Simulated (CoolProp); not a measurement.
Vapour-liquid equilibrium of R134a (1) + R1234yf (2) at 1770 kPa; x and y are mole fractions of (1).

Values from CoolProp's multi-fluid Helmholtz-energy mixture model, Tillner-Roth 1994 and Lemmon 2022; pair parameters Bell 2022.

Q: Give the bubble temperature and the first vapour's composition at x = 0.275, 0.35, 0.425. Is there an azeotrope?

A: x = 0.275: 61.5 °C, y = 0.288; x = 0.35: 61.2 °C, y = 0.361; x = 0.425: 61.0 °C, y = 0.433. y crosses x between x = 0.575 and 0.65: the model has an azeotrope there.

The pair parameters rest on a limited set of measurements; away from them the model extrapolates.
